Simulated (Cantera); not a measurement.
# Equilibrium for roasting and sulfation: FeS + O2 + N2

Charge: 1 mol FeS, 0.34 mol O2, 38 mol N2, equilibrated at 975 K and 100 Torr.

Cantera equilibrium calculation (NASA polynomials, part measured and part estimated; ideal gas, pure solids and liquids). Candidate condensed phases: Fe, FeO, FeS, FeSO4, FeS2, Fe2O3, Fe2(SO4)3, Fe3O4, S; 19 gas species. FeS: taken at fixed stoichiometry. Gases not in the tables: S3 to S7. Equilibrium is a limit: real reactors are often held back by kinetics, nucleation or transport.

```
Item                                  Result
--------------------------------  ----------
x(N2)                                  0.995
x(SO2)                               0.00496
x(S2)                               0.000465
x(S2O)                               7.95e-6
n(FeS(s))                          0.774 mol
n(Fe3O4(s))                       0.0752 mol
gas amount                         38.21 mol
log10 activity of S(l) (absent)        -2.40
log10 activity of Fe(α) (absent)       -3.20
```
